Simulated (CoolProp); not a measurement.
Vapour-liquid equilibrium of R114 (1) + n-pentane (2) at 0.93 MPa; x and y are mole fractions of (1).

The numbers come from the multi-fluid Helmholtz-energy mixture model, Platzer 1990 and Thol 2019; pair parameters Bell 2016 in CoolProp. This equation is an older, rougher fit; its heat capacities, sound speeds and derivatives of the liquid may be far off and weren't checked against measurements.

```csv
x,"bubble temperature, mixture model (K)","bubble temperature, Raoult's law (K)","y, mixture model","y, Raoult's law"
0.05,389.8,391.3,0.114,0.108
0.15,382.0,385.5,0.298,0.291
0.25,375.7,380.3,0.437,0.440
0.35,370.7,375.7,0.545,0.562
0.45,366.6,371.4,0.632,0.663
0.55,363.3,367.5,0.706,0.748
0.65,360.4,363.8,0.772,0.820
0.75,357.9,360.5,0.835,0.881
0.85,355.8,357.4,0.898,0.934
0.95,353.9,354.5,0.964,0.980
```

The largest gap from Raoult's law is -5.0 K in bubble temperature, at x = 0.35. No azeotrope shows between x = 0.05 and 0.95.

Pair parameters are fitted to limited data, so mixtures are less certain than the pure fluids.
